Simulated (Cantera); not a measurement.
Cantera run:

```python
import numpy as np
import cantera as ct

gas_names = """
    H HO2 H2 H2O H2O2 O OH O2 O3 Pb PbO Pb2
""".split()
cond_names = """
    H2O(s) H2O(L) Pb(cr) Pb(L) PbO(rd) PbO(yw) PbO(L) PbO2(s) Pb3O4(s)
""".split()


# ... load() reads the species with a 1 bar reference pressure and builds the phases ...
atoms = {
    'PbO': {'Pb': 1, 'O': 1},
    'H2': {'H': 2},
}
top_T = {'Pb3O4(s)': 820}  # K; cautious upper limits of use, not melting points


# ... equilibrate(T, P, feed) seeds the gas with the atoms and calls Mixture.equilibrate('TP', solver="vcs", rtol=1e-11, max_steps=5000) ...
results = []
feed = {'PbO': 1, 'H2': 1.9}  # mol
P = 2300  # Pa
for T in [873, 973, 1073, 1173, 1273, 1373, 1473, 1573, 1673, 1773]:
    mix = equilibrate(T, P, feed)
    results.append((T, P, feed, dict(zip(mix.species_names, mix.species_moles))))
    x = sorted(zip(gas.X, gas.species_names), reverse=True)
    print(f"T = {T:g} K  P = {P:g} Pa  gas = {mix.phase_moles(0):.4g} mol")
    print("   x: " + "  ".join(f"{s} {v:.3e}" for v, s in x if v > 0.001))
    print("   condensed (mol): " + ("  ".join(f"{mix.phase(i).name} {mix.phase_moles(i):.4g}"
          for i in range(1, mix.n_phases) if mix.phase_moles(i) > 1e-12) or "none"))
```

Result:

```
T = 873 K  P = 2300 Pa  gas = 1.9 mol
   x: H2O 5.263e-01  H2 4.737e-01
   condensed (mol): Pb(L) 0.9999
T = 973 K  P = 2300 Pa  gas = 1.901 mol
   x: H2O 5.261e-01  H2 4.735e-01
   condensed (mol): Pb(L) 0.9993
T = 1073 K  P = 2300 Pa  gas = 1.906 mol
   x: H2O 5.246e-01  H2 4.722e-01  Pb 3.178e-03
   condensed (mol): Pb(L) 0.9939
T = 1173 K  P = 2300 Pa  gas = 1.935 mol
   x: H2O 5.167e-01  H2 4.650e-01  Pb 1.834e-02
   condensed (mol): Pb(L) 0.9645
T = 1273 K  P = 2300 Pa  gas = 2.065 mol
   x: H2O 4.843e-01  H2 4.359e-01  Pb 7.982e-02
   condensed (mol): Pb(L) 0.8352
T = 1373 K  P = 2300 Pa  gas = 2.635 mol
   x: H2O 3.794e-01  H2 3.416e-01  Pb 2.789e-01
   condensed (mol): Pb(L) 0.2646
T = 1473 K  P = 2300 Pa  gas = 2.9 mol
   x: H2O 3.447e-01  Pb 3.446e-01  H2 3.105e-01
   condensed (mol): none
T = 1573 K  P = 2300 Pa  gas = 2.9 mol
   x: H2O 3.446e-01  Pb 3.445e-01  H2 3.105e-01
   condensed (mol): none
T = 1673 K  P = 2300 Pa  gas = 2.901 mol
   x: H2O 3.443e-01  Pb 3.443e-01  H2 3.105e-01
   condensed (mol): none
T = 1773 K  P = 2300 Pa  gas = 2.902 mol
   x: Pb 3.439e-01  H2O 3.439e-01  H2 3.104e-01  H 1.045e-03
   condensed (mol): none
```

Cantera equilibrium calculation (NASA polynomials, part measured and part estimated; ideal gas, pure solids and liquids).
